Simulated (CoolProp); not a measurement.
Vapour-liquid equilibrium of benzene (1) + dimethyl carbonate (2) at 348.7 K; x and y are mole fractions of (1).

Values from CoolProp's multi-fluid Helmholtz-energy mixture model, Thol 2012 and Zhou 2011; pair parameters Bell 2016.

| x | bubble pressure, mixture model (kPa) | bubble pressure, Raoult's law (kPa) | y, mixture model | y, Raoult's law |
|---|---|---|---|---|
| 0.05 | 65.12 | 63.54 | 0.090 | 0.069 |
| 0.15 | 70.13 | 66.11 | 0.238 | 0.200 |
| 0.25 | 74.30 | 68.69 | 0.356 | 0.320 |
| 0.35 | 77.77 | 71.26 | 0.456 | 0.432 |
| 0.45 | 80.65 | 73.83 | 0.544 | 0.536 |
| 0.55 | 83.02 | 76.41 | 0.624 | 0.633 |
| 0.65 | 84.93 | 78.98 | 0.702 | 0.724 |
| 0.75 | 86.41 | 81.55 | 0.780 | 0.809 |
| 0.85 | 87.43 | 84.12 | 0.862 | 0.889 |
| 0.95 | 87.94 | 86.70 | 0.951 | 0.964 |

The largest gap from Raoult's law is +9.2 % in bubble pressure, at x = 0.45. No azeotrope shows between x = 0.05 and 0.95.

Pair parameters are fitted to limited data, so mixtures are less certain than the pure fluids.
